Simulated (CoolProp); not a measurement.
Vapour-liquid equilibrium of sulfur hexafluoride (1) + R113 (2) at 249.5 K; x and y are mole fractions of (1).

Values from CoolProp's multi-fluid Helmholtz-energy mixture model, Guder 2009 and Marx 1992; pair parameters Bell 2016.

Give the bubble pressure and the first vapour's composition at x = 0.45, 0.85, 0.95. Is there an azeotrope?

x = 0.45: 1.704 bar, y = 0.979; x = 0.85: 4.720 bar, y = 0.999; x = 0.95: 5.713 bar, y = 1.000. No azeotrope shows between x = 0.05 and 0.95.

Pair parameters are fitted to limited data, so mixtures are less certain than the pure fluids. The gap from Raoult's law changes sign with composition, which may be real or a fault of the pair parameters; it wasn't checked against measurements. With so large a gap from Raoult's law the liquid may split in two, which this calculation doesn't test in full.
